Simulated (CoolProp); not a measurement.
Saturated liquid density (kg/m³) of R115: the reference equation beside estimates from Tc = 80.0 °C, pc = 31.29 bar, ω = 0.248. Rackett uses Z = 0.29056 − 0.08775 ω.

Computed with CoolProp (reference Helmholtz-energy equation of state, Lemmon 2016).

```tsv
T (°C)	reference	Rackett	van der Waals	Redlich-Kwong	Soave-Redlich-Kwong	Peng-Robinson
-49.35	1582	1642	990.8	1452	1500	…
-43.95	1563	1623	979.5	1433	1482	1675
-38.55	1544	…	967.9	1412	1463	1655
-33.15	1525	1583	956.0	1391	1443	1633
-27.75	1506	1562	…	1370	1423	1611
-22.25	…	1540	931.0	1347	1401	1587
-16.85	1465	1519	918.0	…	1379	1563
-11.45	1445	1496	…	…	1356	1537
-6.05	1423	1473	890.8	1275	1332	1510
-0.65	1401	1450	876.5	…	1307	1482
4.75	1379	1426	861.6	1223	1280	1452
10.15	1355	1400	846.1	1195	1252	1421
```

**Question.** Some entries are withheld; supply them.

**Answer.** 
- -49.35, Peng-Robinson: 1695
- -38.55, Rackett: 1603
- -27.75, van der Waals: 943.8
- -22.25, reference: 1486
- -16.85, Redlich-Kwong: 1324
- -11.45, van der Waals: 904.6
- -11.45, Redlich-Kwong: 1300
- -0.65, Redlich-Kwong: 1249

Absolute difference from the reference over all 12 rows, mean and median: Rackett 3.6 and 3.7 %, van der Waals 37.4 and 37.4 %, Redlich-Kwong 9.7 and 9.5 %, Soave-Redlich-Kwong 6.0 and 5.8 %, Peng-Robinson 6.5 and 6.7 %.
